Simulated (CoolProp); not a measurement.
A simple Rankine cycle with water: condensing at 327.15 K, boiler at 8.4 MPa, turbine inlet 721.6 K, turbine efficiency 0.7, pump efficiency 0.7, no recuperator. Each further row changes one setting.

The numbers come from the reference Helmholtz-energy equation of state, Wagner 2002 in CoolProp.

```json
[
 {"case": "as stated", "thermal efficiency (%)": "26.2", "net work (kJ/kg)": "793", "heat in (kJ/kg)": "3020", "turbine exit temperature (K)": "327.1", "volume ratio over the turbine": "261"},
 {"case": "turbine inlet 741.6 K", "thermal efficiency (%)": "26.4", "net work (kJ/kg)": "813", "heat in (kJ/kg)": "3080", "turbine exit temperature (K)": "327.1", "volume ratio over the turbine": "255"},
 {"case": "condensing temperature 319.15 K", "thermal efficiency (%)": "27.0", "net work (kJ/kg)": "826", "heat in (kJ/kg)": "3060", "turbine exit temperature (K)": "319.1", "volume ratio over the turbine": "376"},
 {"case": "boiler pressure 5.88 MPa", "thermal efficiency (%)": "25.3", "net work (kJ/kg)": "776", "heat in (kJ/kg)": "3070", "turbine exit temperature (K)": "327.1", "volume ratio over the turbine": "182"},
 {"case": "turbine efficiency 0.6", "thermal efficiency (%)": "22.4", "net work (kJ/kg)": "678", "heat in (kJ/kg)": "3020", "turbine exit temperature (K)": "327.1", "volume ratio over the turbine": "274"}
]
```

The expansion ends wet for: as stated; turbine inlet 741.6 K; condensing temperature 319.15 K; boiler pressure 5.88 MPa; turbine efficiency 0.6.
